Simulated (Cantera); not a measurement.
Input (Python, Cantera) and output of one run.

```python
import numpy as np
import cantera as ct

gas_names = [...]  # 110 gases of nasa_gas.yaml made of C, H, O
cond_names = """
    C(gr) C6H6(L) C7H8(L) C8H18(L),n-octa H2O(s) H2O(L)
""".split()


# ... load() reads the species with a 1 bar reference pressure and builds the phases ...
atoms = {
    'acetone': {'C': 3, 'H': 6, 'O': 1},
    'H2': {'H': 2},
}
top_T = {'C(gr)': 4500}  # K; cautious upper limits of use, not melting points


# ... equilibrate(T, P, feed) seeds the gas with the atoms and calls Mixture.equilibrate('TP', solver="vcs", rtol=1e-11, max_steps=5000) ...
results = []
feed = {'acetone': 1, 'H2': 63}  # mol
T = 1975  # K
for P in [10, 46, 220, 1000, 4600, 22000, 100000, 460000, 2200000, 10000000]:
    mix = equilibrate(T, P, feed)
    results.append((T, P, feed, dict(zip(mix.species_names, mix.species_moles))))

top = {s: max(r[3][s] / sum(r[3][g] for g in gas_names) for r in results) for s in gas_names}
cols = sorted((s for s in top if top[s] > 1e-05), key=lambda s: -top[s])[:9]
seen = [c for c in cond_names if any(r[3].get(c, 0) > 1e-12 for r in results)]
print("log10 of partial pressures in bar; condensed amounts in mol")
print(f"{'P/Pa':>10s}" + "".join(f"{s[:9]:>10s}" for s in cols + seen))
for T, P, feed, n in results:
    ng = sum(n[g] for g in gas_names)
    print(f"{P:10.4g}" + "".join(f"{np.log10(max(n[s] / ng * P / 1e5, 1e-99)):10.3f}" for s in cols)
          + "".join(f"{n.get(c, 0):10.4g}" for c in seen))
```

It prints:

```
log10 of partial pressures in bar; condensed amounts in mol
      P/Pa        H2         H       CH4        CO C2H2,acet       H2O      C2H4       CH3      C2H6     C(gr)
        10    -4.066    -4.897   -11.475    -5.855    -7.254   -13.808   -13.430   -11.008   -20.743      1.92
        46    -3.372    -4.550   -10.086    -5.177    -6.559   -12.436   -12.041    -9.966   -18.660     1.917
       220    -2.677    -4.202    -8.697    -4.490    -5.865   -11.054   -10.652    -8.924   -16.576     1.915
      1000    -2.013    -3.870    -7.368    -3.829    -5.200    -9.729    -9.323    -7.928   -14.583     1.914
      4600    -1.347    -3.537    -6.037    -3.165    -4.534    -8.399    -7.991    -6.929   -12.585     1.913
   2.2e+04    -0.666    -3.197    -4.674    -2.484    -3.853    -7.037    -6.629    -5.907   -10.542     1.907
     1e+05    -0.008    -2.868    -3.358    -1.826    -3.195    -5.721    -5.313    -4.920    -8.567     1.884
   4.6e+05     0.655    -2.536    -2.033    -1.163    -2.533    -4.395    -3.988    -3.927    -6.580     1.776
   2.2e+06     1.331    -2.198    -0.681    -0.481    -1.856    -3.037    -2.635    -2.912    -4.551     1.271
     1e+07     1.980    -1.874     0.474     0.179    -1.493    -1.586    -1.623    -2.082    -2.890         0
```

Cantera equilibrium calculation (NASA polynomials, part measured and part estimated; ideal gas, pure solids and liquids). The feed counts by its element totals alone. The ideal-gas law is rough above about 30 bar.
